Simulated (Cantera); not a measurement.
Feed: 1 mol PbS, 910 mol H₂, held at 1675 °C and 7.30 bar.

Method: chemical equilibrium by Gibbs-energy minimisation in Cantera with the NASA 1993 tables (ideal gas, pure condensed phases). Kinetics and transport are ignored.

| species | before | after |
|---|---|---|
| H₂ | 0.997 | 0.999 |
| H₂S | 0.00103 | 0.000834 |
| PbS | 3.41e-5 | 1.54e-9 |
| Pb | 0.00106 | 1.21e-9 |
| H | 0.000418 | <1e-9 |
| SH | 3.54e-5 | <1e-9 |
| Pb(l), mol | 0 | 0.759 |
| PbS(s), mol | 0 | 0.241 |
Gas species are given as mole fractions.

Q: Which change was made?
(A) temperature from 1675 °C to 475 °C
(B) temperature from 1675 °C to 652 °C
(C) pressure from 7.30 bar to 13.3 mbar
(D) H₂ from 910 to 1.9 mol

A: A, temperature from 1675 °C to 475 °C
